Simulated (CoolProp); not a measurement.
Water at several states: density (kg/m³) from the reference equation and from simpler models built on Tc = 647.1 K, pc = 22.06 MPa, ω = 0.344; each cubic takes its own stable root.

The numbers come from the reference Helmholtz-energy equation of state, Wagner 2002 in CoolProp.

| T (K) | p (MPa) | phase | reference |
|---|---|---|---|
| 602.8 | 0.149 | gas | 0.5372 |
| 311.9 | 33.1 | liquid | 1007 |
| 539.7 | 19.7 | liquid | 791.6 |
| 819.9 | 1.27 | gas | 3.382 |

Q: How far does each simpler model (van der Waals, Redlich-Kwong, Soave-Redlich-Kwong, Peng-Robinson) lie from the reference over these 4 states: mean and median of the absolute difference, and the worst?

A: 
- van der Waals: mean 25.6 %, median 25.4 %, worst -51.8 % at 539.7 K and 19.7 MPa
- Redlich-Kwong: mean 15.2 %, median 13.7 %, worst -33.3 % at 539.7 K and 19.7 MPa
- Soave-Redlich-Kwong: mean 13.7 %, median 12.7 %, worst -29.3 % at 539.7 K and 19.7 MPa
- Peng-Robinson: mean 9.1 %, median 8.2 %, worst -20.0 % at 539.7 K and 19.7 MPa
